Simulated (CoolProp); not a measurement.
C3F8 (R218) at 293.15 K and 0.0589 MPa flows at 2.1 m/s in a round tube of 20 mm bore and 45 µm roughness, fully developed (64/Re and Nu = 3.66 if laminar; Colebrook and Gnielinski if turbulent). Each further row changes one setting.

Model: reference Helmholtz-energy equation of state, Lemmon 2006, in CoolProp. It is a short technical equation, of lower accuracy than the large ones.

| case | Reynolds number | Darcy friction factor | pressure drop (Pa/m) | heat-transfer coefficient (W/(m² K)) | mass flow (kg/h) |
|---|---|---|---|---|---|
| as stated | ___ | 0.0314 | 15.9 | 31.5 | ___ |
| velocity 4.2 m/s | 31700 | 0.0284 | ___ | ___ | 21.9 |
| diameter 40 mm | 31700 | ___ | ___ | 26.7 | 43.7 |

Question: Fill in the missing entries.

Answer: 
- as stated, Reynolds number: 15900
- as stated, mass flow (kg/h): 10.9
- velocity 4.2 m/s, pressure drop (Pa/m): 57.6
- velocity 4.2 m/s, heat-transfer coefficient (W/(m² K)): 58.6
- diameter 40 mm, Darcy friction factor: 0.0260
- diameter 40 mm, pressure drop (Pa/m): 6.60

Viscosity comes from a separate model (Huber 2003), an estimate that may be off by 10 % or more. Thermal conductivity comes from a separate model (Huber 2003), an estimate that may be off by 10 % or more.
